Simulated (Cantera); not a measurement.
# Adiabatic ignition

An adiabatic, constant-volume homogeneous reactor starts with CH3OH : O2 : N2 = 1 : 0.833 : 3.13 (molar parts), equivalence ratio 1.8, at 973 K and 6.50 bar.

Detailed kinetics in Cantera: GRI-Mech 3.0 (53 species, 325 reactions). GRI-Mech 3.0 was tuned for natural gas; its chemistry of methanol as a main component is partial and can be far from experiment. Below about 1000 K GRI-Mech 3.0 lacks low-temperature oxidation paths.

| t (s) | T (K) | P (bar) | x CH3OH | x O2 | x H2O2 | x HCO | x C2H6 | x H2 | x C2H |
|---|---|---|---|---|---|---|---|---|---|
| 3.00e-6 | 973 | 6.50 | 0.201 | 0.168 | <1e-12 | <1e-12 | <1e-12 | 1.32e-11 | <1e-12 |
| 1.05e-5 | 973 | 6.50 | 0.201 | 0.168 | <1e-12 | <1e-12 | <1e-12 | 4.94e-11 | <1e-12 |
| 3.70e-5 | 973 | 6.50 | 0.201 | 0.168 | <1e-12 | <1e-12 | <1e-12 | 1.81e-10 | <1e-12 |
| 0.000130 | 973 | 6.50 | 0.201 | 0.168 | <1e-12 | <1e-12 | <1e-12 | 6.47e-10 | <1e-12 |
| 0.000456 | 973 | 6.50 | 0.201 | 0.168 | <1e-12 | <1e-12 | <1e-12 | 2.29e-9 | <1e-12 |
| 0.00160 | 973 | 6.50 | 0.201 | 0.168 | 1.41e-11 | <1e-12 | <1e-12 | 8.11e-9 | <1e-12 |
| 0.00562 | 973 | 6.50 | 0.201 | 0.168 | 4.77e-10 | <1e-12 | <1e-12 | 2.94e-8 | <1e-12 |
| 0.0197 | 973 | 6.50 | 0.201 | 0.168 | 1.04e-8 | <1e-12 | <1e-12 | 1.23e-7 | <1e-12 |
| 0.0693 | 973 | 6.50 | 0.201 | 0.168 | 1.65e-7 | <1e-12 | <1e-12 | 1.14e-6 | <1e-12 |
| 0.243 | 2643 | 21.9 | 6.68e-12 | 3.32e-5 | 5.74e-8 | 9.31e-7 | <1e-12 | 0.0968 | <1e-12 |
| 0.854 | 2643 | 21.9 | 6.68e-12 | 3.32e-5 | 5.74e-8 | 9.31e-7 | <1e-12 | 0.0968 | <1e-12 |
| 3.00 | 2643 | 21.9 | 6.68e-12 | 3.32e-5 | 5.74e-8 | 9.31e-7 | <1e-12 | 0.0968 | <1e-12 |
x: mole fraction; the columns are a selection and need not sum to one.

```json
{
  "time_of_steepest_temperature_rise": "0.201 s",
  "temperature at 3.00 s": "2643 K",
  "equilibrium_temperature": "2643 K",
  "x(CH3OH) at 3.00 s": "6.68e-12 (gas-phase equilibrium 6.88e-12)",
  "x(O2) at 3.00 s": "3.32e-5 (gas-phase equilibrium 3.32e-5)",
  "x(H2O2) at 3.00 s": "5.74e-8 (gas-phase equilibrium 5.74e-8)"
}
```
